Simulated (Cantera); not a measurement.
Input: 1 mol B₂O₃, 3.1 mol H₂, 0.41 mol N₂, equilibrated at 100 Torr.

Equilibrium computed with Cantera from the NASA thermochemical tables; the gas is ideal and each condensed phase is pure. Candidate condensed phases: B, BN, B₂O₃, B₃O₃H₃, H₂O; 39 gas species. Kinetics and transport are ignored.

### Question
Which condensed phases are stable at each of these points (T (°C)): 1552, 1602, 1652, 1702, 1752, 1802, 1852, 1902, 1952, 2002?

### Answer
| T (°C) | condensed phases | B condensed (%) |
|---|---|---|
| 1552 | B₂O₃(l) | 72.2 |
| 1602 | B₂O₃(l) | 50.2 |
| 1652 | B₂O₃(l) | 8.5 |
| 1702 | gas only | 0.0 |
| 1752 | gas only | 0.0 |
| 1802 | gas only | 0.0 |
| 1852 | gas only | 0.0 |
| 1902 | gas only | 0.0 |
| 1952 | gas only | 0.0 |
| 2002 | gas only | 0.0 |

From 1552 °C to 1652 °C the condensed part is B₂O₃(l). From 1702 °C to 2002 °C nothing is condensed.
